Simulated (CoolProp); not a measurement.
Aqueous ethylene glycol as a coolant, at 20 °C, 1 atm.

Values from CoolProp's Melinder's fits for secondary coolants.

| mass % | freezing point (°C) | Prandtl number | cp (kJ/(kg K)) | conductivity (W/(m K)) | density (kg/m³) |
|---|---|---|---|---|---|
| 5.3 | -1.7 | 8.10 | 4.110 | 0.575 | 1004 |
| 10.8 | -3.7 | 9.56 | 4.035 | 0.549 | 1012 |
| 16.2 | -6.0 | 11.3 | 3.956 | [?] | 1019 |
| 21.7 | -8.9 | 13.5 | 3.868 | 0.500 | 1026 |
| 27.2 | -12.5 | 15.9 | 3.771 | 0.477 | 1034 |
| 32.6 | -16.7 | 18.7 | 3.668 | 0.454 | [?] |
| 38.1 | -21.8 | 22.0 | 3.558 | [?] | 1049 |
| 43.5 | -27.7 | 25.9 | 3.447 | [?] | 1057 |
| 49 | -34.6 | 30.5 | 3.333 | 0.393 | 1064 |
| 54.4 | -42.3 | 35.8 | 3.220 | 0.374 | 1070 |

Problem. Complete the blanks.

Solution. 
- 16.2, conductivity (W/(m K)): 0.525
- 32.6, density (kg/m³): 1042
- 38.1, conductivity (W/(m K)): 0.433
- 43.5, conductivity (W/(m K)): 0.412
